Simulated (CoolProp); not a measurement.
Saturation properties of carbon monoxide (Tc = 132.9 K, pc = 3498 kPa, ω = 0.050).

The numbers come from the reference Helmholtz-energy equation of state, Lemmon 2006 in CoolProp. It is a short technical equation, of lower accuracy than the large ones.

```tsv
T (K)	p (kPa)	liquid density (kg/m³)	vapour density (kg/m³)	enthalpy of vaporisation (kJ/kg)
79.8	81.76	___	3.578	217.2
83.4	123.3	___	___	212.2
87	179.1	___	7.391	206.9
90.6	252.0	752.5	10.17	201.2
94.2	344.9	735.1	___	195.2
97.8	460.9	716.9	18.04	188.6
101.4	602.9	697.9	23.43	181.4
105	___	677.7	30.04	173.5
108.6	977.9	656.2	38.12	164.7
112.2	___	633.1	48.05	___
```

What belongs in the gaps?


- 79.8, liquid density (kg/m³): 801.2
- 83.4, liquid density (kg/m³): 785.5
- 83.4, vapour density (kg/m³): 5.227
- 87, liquid density (kg/m³): 769.3
- 94.2, vapour density (kg/m³): 13.68
- 105, p (kPa): 774.2
- 112.2, p (kPa): 1217
- 112.2, enthalpy of vaporisation (kJ/kg): 155.0

It boils at 81.6 K under 1 atm.
